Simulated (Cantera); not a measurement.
Input: 1 mol SiCl4, 0.91 mol H2O, 3.3 mol H2, 0.5 mol NO, equilibrated at 675 °C and 750 Torr.

Cantera equilibrium calculation (NASA polynomials, part measured and part estimated; ideal gas, pure solids and liquids). Candidate condensed phases: H2O, NH4Cl, Si, SiO2, Si2N2O, Si3N4; 47 gas species. The numbers say what is thermodynamically allowed, not how fast it happens.

Q: What is the equilibrium state?

A: 
* **x(HCl)**: 0.625
* **x(H2)**: 0.360
* **x(N2)**: 0.0109
* **x(SiCl4)**: 0.00356
* **x(NH3)**: 1.89e-5
* **x(SiHCl3)**: 9.25e-6
* **x(H2O)**: 9.06e-6
* **n(SiO2(β-quartz))**: 0.614 mol
* **n(Si2N2O(s))**: 0.182 mol
* **gas amount**: 6.256 mol
* **log10 activity of Si(s) (absent)**: -9.99
